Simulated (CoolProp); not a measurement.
Vapour-liquid equilibrium of R113 (1) + benzene (2) at 418.4 K; x and y are mole fractions of (1).

Computed with CoolProp (multi-fluid Helmholtz-energy mixture model, Marx 1992 and Thol 2012; pair parameters Bell 2016).

| x | bubble pressure (MPa) | y at the bubble point | dew pressure at overall composition x (MPa) | liquid density (mol/L) |
|---|---|---|---|---|
| 0.05 | 0.5810 | 0.125 | 0.5483 | 9.230 |
| 0.125 | 0.6504 | 0.263 | 0.5812 | 8.959 |
| 0.2 | 0.7103 | 0.367 | 0.6173 | 8.700 |
| 0.275 | 0.7631 | 0.450 | 0.6569 | 8.451 |
| 0.35 | 0.8105 | 0.521 | 0.7000 | 8.212 |
| 0.425 | 0.8538 | 0.584 | 0.7466 | 7.983 |
| 0.5 | 0.8941 | 0.642 | 0.7961 | 7.763 |
| 0.575 | 0.9320 | 0.697 | 0.8476 | 7.553 |
| 0.65 | 0.9681 | 0.750 | 0.8998 | 7.351 |
| 0.725 | 1.003 | 0.802 | 0.9514 | 7.158 |
| 0.8 | 1.036 | 0.855 | 1.001 | 6.973 |
| 0.875 | 1.068 | 0.909 | 1.048 | 6.796 |
| 0.95 | 1.099 | 0.963 | 1.092 | 6.626 |

No azeotrope shows between x = 0.05 and 0.95.

The pair parameters rest on a limited set of measurements; away from them the model extrapolates.
